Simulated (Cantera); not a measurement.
Charge: 1 mol Si, 1 mol HF, 6.8 mol N2, 3.5 mol NF3, at 1400 °C and 1.00 bar.

Method: chemical equilibrium by Gibbs-energy minimisation in Cantera with the NASA 1993 tables (ideal gas, pure condensed phases). Candidate condensed phases: Si, Si3N4; 37 gas species. Kinetics and transport are ignored.

Base state: N2 0.504, F 0.374, HF 0.0589, SiF4 0.0589, F2 0.00469 (mole fractions); condensed: gas only.

Question: What changes in the equilibrium state with this change: NF3 from 3.5 to 5 mol?

Answer: 
| species | before | after |
|---|---|---|
| F | 0.374 | 0.482 |
| N2 | 0.504 | 0.420 |
| HF | 0.0589 | 0.0452 |
| SiF4 | 0.0589 | 0.0452 |
| F2 | 0.00469 | 0.00779 |
